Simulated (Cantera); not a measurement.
Feed: 1 mol CH3SiCl3, a varied amount of H2, held at 1800 °C and 7.20 mbar.

Method: chemical equilibrium by Gibbs-energy minimisation in Cantera with the NASA 1993 tables (ideal gas, pure condensed phases). Candidate condensed phases: C, C6H6, C7H8, C8H18, Si, SiC; 109 gas species. The feed counts by its element totals alone. The tables' values for SiCl are old estimates; treat these amounts as uncertain. Gases not in the tables: Si2H6 and higher silanes. Kinetics and transport are ignored.

Problem. At 210 mol H2, list the 5 most abundant gas species with their mole fractions, and the condensed phases.

Solution. H2 0.954, H 0.0303, HCl 0.0134, Si 0.00127, C2H2 (acetylene) 0.000706. Condensed: SiC(s).
